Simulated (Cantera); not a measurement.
Gas-phase reforming

An isothermal, constant-pressure homogeneous reactor starts with 37.0 % CH₄, 63.0 % CO₂, at 2073 K and 0.730 atm.

Detailed kinetics in Cantera: GRI-Mech 3.0 (53 species, 325 reactions).

```csv
t (s),x CH₄,x CO₂,x C₂H₂,x CH₂,x H₂,x CO,x C₂H₆
8.00e-5,0.164,0.512,0.0516,2.78e-5,0.182,0.0360,0.000543
0.000186,0.0820,0.409,0.0913,2.08e-5,0.235,0.0976,0.000150
0.000433,0.0312,0.280,0.107,1.80e-5,0.208,0.206,3.25e-5
0.00101,0.00978,0.159,0.0999,1.78e-5,0.162,0.331,6.57e-6
0.00234,0.00694,0.103,0.0696,1.24e-5,0.189,0.412,3.16e-6
0.00544,0.00538,0.0710,0.0373,6.65e-6,0.240,0.472,1.43e-6
0.0126,0.00309,0.0498,0.0130,2.87e-6,0.285,0.513,3.88e-7
0.0294,0.000812,0.0402,0.00153,6.28e-7,0.310,0.533,2.42e-8
0.0684,5.91e-6,0.0387,4.77e-6,4.59e-9,0.314,0.535,1.46e-12
0.159,2.26e-9,0.0387,5.66e-12,1.80e-12,0.314,0.535,<1e-12
0.370,2.26e-9,0.0387,3.37e-12,1.80e-12,0.314,0.535,<1e-12
0.860,2.26e-9,0.0387,3.37e-12,1.80e-12,0.314,0.535,<1e-12
2.00,2.26e-9,0.0387,3.37e-12,1.80e-12,0.314,0.535,<1e-12
```
x: mole fraction; the columns are a selection and need not sum to one.

Equilibrium at this temperature and pressure: CH₄ 2.54e-9, CO₂ 0.0387, C₂H₂ 3.78e-12, CH₂ 2.01e-12, H₂ 0.314, CO 0.535, C₂H₆ <1e-12 (gas phase only).
